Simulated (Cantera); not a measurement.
Low-pressure radical oxidation in H2/O2

An isothermal, constant-pressure homogeneous reactor starts with 1.28 % H2, 98.7 % O2, equivalence ratio 0.0065, at 925 K and 0.0158 atm.

Detailed kinetics in Cantera: the H2/O2 subset of GRI-Mech 3.0, which has no nitrogen chemistry. Radical loss at walls, strong at low pressure, is not modelled. Below about 950 K walls govern HO2 and H2O2 in real vessels.

```tsv
t (s)	x H2	x O2	x OH	x H2O2	x H
2.00e-6	0.0128	0.987	<1e-12	<1e-12	<1e-12
8.25e-6	0.0128	0.987	<1e-12	<1e-12	<1e-12
3.40e-5	0.0128	0.987	<1e-12	<1e-12	<1e-12
0.000140	0.0128	0.987	<1e-12	<1e-12	1.65e-12
0.000579	0.0128	0.987	5.36e-12	<1e-12	4.76e-12
0.00239	0.0128	0.987	6.26e-11	<1e-12	3.57e-11
0.00985	0.0128	0.987	7.50e-8	<1e-12	4.07e-8
0.0406	0.000325	0.984	0.000338	7.90e-8	0.000426
0.168	1.03e-5	0.987	5.60e-5	2.33e-8	7.38e-6
0.691	7.26e-7	0.987	1.54e-5	1.33e-8	1.58e-7
2.85	4.59e-8	0.987	4.54e-6	4.90e-9	3.82e-9
11.8	2.84e-9	0.987	1.57e-6	1.33e-9	1.57e-10
48.5	3.18e-10	0.987	6.39e-7	3.34e-10	1.06e-11
200	5.59e-11	0.987	2.85e-7	8.34e-11	<1e-12
```
x: mole fraction; the columns are a selection and need not sum to one.

Equilibrium at this temperature and pressure: H2 <1e-12, O2 0.987, OH 3.52e-8, H2O2 1.62e-12, H <1e-12 (gas phase only).
